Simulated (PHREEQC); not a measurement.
Make-up at 67 °C: 0.22 mol NiSO4 per kg of water. Closed to the air; pH follows from the charge balance.

All values are PHREEQC results (ion-association model, wateq4f.dat), not measurements.

Each row changes one thing in this solution. No solid was allowed to form.

| case | pH | ionic strength (mol/kgw) | SO4-2 (mol/kgw) | HSO4- (mol/kgw) |
|---|---|---|---|---|
| as made | 5.59 | 0.393 | 0.0977 | 2.15e-5 |
| diluted 10-fold with water | 5.69 | 0.0541 | 0.0135 | 4.00e-6 |
| temperature from 67 to 60 °C | 5.63 | 0.394 | 0.0980 | 1.62e-5 |
| temperature from 67 to 90 °C | 5.46 | 0.394 | 0.0982 | 5.22e-5 |
| NiSO4 replaced by NaHSO4 at the same molality | 1.37 | 0.305 | 0.0426 | 0.165 |
| temperature from 67 to 85 °C | 5.49 | 0.393 | 0.0979 | 4.32e-5 |
| 0.0061 mol/kgw CO2 added | 4.33 | 0.393 | 0.0976 | 0.000388 |

Complexes and solids missing from the database can't appear. Constants without temperature data keep their 25 °C values here.
